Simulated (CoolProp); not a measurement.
n-perfluorobutane along the isobar 10 MPa: Z from the reference equation and from simpler models built on Tc = 386.3 K, pc = 2.322 MPa, ω = 0.372; each cubic takes its own stable root.

Values from CoolProp's reference Helmholtz-energy equation of state, Gao 2022.

| T (K) | phase | reference | van der Waals | Redlich-Kwong | Soave-Redlich-Kwong | Peng-Robinson |
|---|---|---|---|---|---|---|
| 153.4 | liquid | 0.9192 | 1.523 | 1.039 | 1.022 | 0.9130 |
| 185.4 | liquid | 0.8058 | 1.297 | 0.8916 | 0.8708 | 0.7771 |
| 217.4 | liquid | 0.7272 | 1.142 | 0.7925 | 0.7697 | 0.6858 |
| 249.4 | liquid | 0.6711 | 1.029 | 0.7244 | 0.7005 | 0.6234 |
| 281.4 | liquid | 0.6313 | 0.9462 | 0.6777 | 0.6542 | 0.5819 |
| 313.4 | liquid | 0.6049 | 0.8842 | 0.6474 | 0.6264 | 0.5574 |
| 345.4 | liquid | 0.5909 | 0.8381 | 0.6308 | 0.6155 | 0.5488 |
| 377.4 | liquid | 0.5905 | 0.8049 | 0.6264 | 0.6221 | 0.5575 |
| 409.4 | supercritical | 0.6066 | 0.7825 | 0.6339 | 0.6484 | 0.5862 |
